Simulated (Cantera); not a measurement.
Charge: 1 mol SiC, 0.0022 mol O₂, 6.8 mol N₂, at 1473.15 K and 0.310 Pa.

Method: chemical equilibrium by Gibbs-energy minimisation in Cantera with the NASA 1993 tables (ideal gas, pure condensed phases). Candidate condensed phases: C, Si, SiC, SiO₂, Si₂N₂O, Si₃N₄; 34 gas species. Rates play no part.

Base state: N₂ 0.999, CO 0.000424, SiO 0.000222, Si 0.000201 (mole fractions); condensed: SiC(s).

Problem. What changes in the equilibrium state with this change: 0.67 mol NH₃ added?

Solution. 
```json
[
 {"species": "N₂", "before": "0.999", "after": "0.875"},
 {"species": "H₂", "before": "0", "after": "0.122"},
 {"species": "H", "before": "0", "after": "0.00251"},
 {"species": "Si", "before": "0.000201", "after": "0.000196"},
 {"species": "HCN", "before": "0", "after": "1.69e-5"},
 {"species": "SiO", "before": "0.000222", "after": "0.000180"},
 {"species": "CO", "before": "0.000424", "after": "0.000360"},
 {"species": "SiC(s), mol", "before": "0.997", "after": "0.997"}
]
```
Further candidate phases: C₆H₆, C₇H₈, C₈H₁₈, H₂O.
